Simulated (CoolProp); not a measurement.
Properties of n-pentane at several states.

Values from CoolProp's reference Helmholtz-energy equation of state, Thol 2019.

| T (K) | p (MPa) | phase | density (kg/m³) | isothermal compressibility (1/MPa) | viscosity (µPa s) | conductivity (mW/(m K)) |
|---|---|---|---|---|---|---|
| 154.2 | 6.81 | liquid | 756.8 | 0.0005729 | 647 | 163 |
| 507.9 | 0.0347 | gas | 0.5945 | 28.90 | 11.5 | 41.1 |
| 542.9 | 0.636 | gas | 10.59 | 1.639 | 12.0 | 46.9 |
| 461.7 | 0.0133 | gas | 0.2503 | 75.30 | 10.5 | 34.3 |

Viscosity comes from a separate model (Quiñones-Cisneros 2006), older than the equation that it now runs on, and unchecked against measurements. Thermal conductivity comes from a separate model (Vassiliou 2015).
